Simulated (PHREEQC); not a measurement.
H2SO4 is added in steps, without added water, to 1 kg of water holding 0.022 mol/kgw NH3, at 25 °C. Oxygen alone is held at its pressure in air (log pO2 = -0.68). No CO2 enters from the air. Precipitation was switched off in this run.

Base run: PHREEQC, ion-association model, wateq4f.dat. Each further column changes one thing. The table gives NH4SO4- (mol/kgw).

```json
[
 {"H2SO4 added (mol)": "0", "base": "0", "Debye-Hückel limiting law": "0", "database phreeqc.dat": "0", "all activity coefficients set to 1": "0", "metal-ligand complexes left out": "0"},
 {"H2SO4 added (mol)": "0.0015", "base": "4.34e-5", "Debye-Hückel limiting law": "4.21e-5", "database phreeqc.dat": "4.34e-5", "all activity coefficients set to 1": "5.68e-5", "metal-ligand complexes left out": "4.34e-5"},
 {"H2SO4 added (mol)": "0.00375", "base": "0.000219", "Debye-Hückel limiting law": "?", "database phreeqc.dat": "0.000218", "all activity coefficients set to 1": "0.000318", "metal-ligand complexes left out": "0.000219"},
 {"H2SO4 added (mol)": "0.00525", "base": "0.000391", "Debye-Hückel limiting law": "?", "database phreeqc.dat": "0.000390", "all activity coefficients set to 1": "?", "metal-ligand complexes left out": "0.000391"},
 {"H2SO4 added (mol)": "0.00675", "base": "0.000600", "Debye-Hückel limiting law": "?", "database phreeqc.dat": "0.000597", "all activity coefficients set to 1": "0.000938", "metal-ligand complexes left out": "0.000600"},
 {"H2SO4 added (mol)": "0.00825", "base": "0.000840", "Debye-Hückel limiting law": "0.000742", "database phreeqc.dat": "0.000834", "all activity coefficients set to 1": "0.00134", "metal-ligand complexes left out": "0.000840"},
 {"H2SO4 added (mol)": "0.0105", "base": "0.00125", "Debye-Hückel limiting law": "?", "database phreeqc.dat": "0.00124", "all activity coefficients set to 1": "?", "metal-ligand complexes left out": "0.00125"},
 {"H2SO4 added (mol)": "0.012", "base": "0.00137", "Debye-Hückel limiting law": "0.00117", "database phreeqc.dat": "0.00136", "all activity coefficients set to 1": "0.00224", "metal-ligand complexes left out": "0.00137"}
]
```

Question: Complete the blanks.

Answer: 
- 0.00375, Debye-Hückel limiting law: 0.000205
- 0.00525, Debye-Hückel limiting law: 0.000359
- 0.00525, all activity coefficients set to 1: 0.000594
- 0.00675, Debye-Hückel limiting law: 0.000540
- 0.0105, Debye-Hückel limiting law: 0.00108
- 0.0105, all activity coefficients set to 1: 0.00205

 phreeqc.dat and wateq4f.dat share most of their constants, so their agreement is no independent check.
